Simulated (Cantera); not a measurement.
An isothermal, constant-pressure homogeneous reactor starts with 90.0 % NH₃, 9.89 % N₂, 0.153 % H₂, at 1950 K and 1.80 bar.

Cantera simulation using the gas-phase N/H chemistry of the illustrative SiF4/NH3 mechanism in the Surface Chemkin manual (1991); the numbers are that mechanism's predictions, not measurements. Walls and surfaces, which speed up NH3 decomposition in real reactors, are not modelled.

x: mole fraction; the columns are a selection and need not sum to one.

| t (s) | x NH₃ | x NH₂ | x N₂H₂ | x N | x H |
|---|---|---|---|---|---|
| 0.000700 | 0.874 | ? | 5.75e-6 | 6.57e-8 | 8.85e-6 |
| 0.00219 | 0.824 | ? | 5.11e-6 | 1.60e-7 | 2.40e-5 |
| 0.00684 | 0.692 | ? | 3.74e-6 | 2.89e-7 | 6.44e-5 |
| 0.0214 | 0.437 | ? | 1.82e-6 | 3.75e-7 | 0.000160 |
| 0.0669 | 0.156 | ? | 4.29e-7 | 3.69e-7 | 0.000342 |
| 0.209 | 0.0270 | ? | 3.25e-8 | 2.07e-7 | 0.000584 |
| 0.654 | 0.00439 | ? | 1.32e-9 | 5.57e-8 | 0.000705 |
| 2.05 | 0.00107 | ? | 8.42e-11 | 1.45e-8 | 0.000723 |
| 6.40 | 0.000316 | ? | 8.03e-12 | 4.29e-9 | 0.000725 |
| 20.0 | 9.89e-5 | ? | 1.50e-12 | 1.34e-9 | 0.000725 |

Question: Fill in the missing entries.

Answer: 
- 0.000700, x NH₂: 0.000991
- 0.00219, x NH₂: 0.000908
- 0.00684, x NH₂: 0.000768
- 0.0214, x NH₂: 0.000545
- 0.0669, x NH₂: 0.000260
- 0.209, x NH₂: 6.53e-5
- 0.654, x NH₂: 1.25e-5
- 2.05, x NH₂: 3.12e-6
- 6.40, x NH₂: 9.20e-7
- 20.0, x NH₂: 2.88e-7
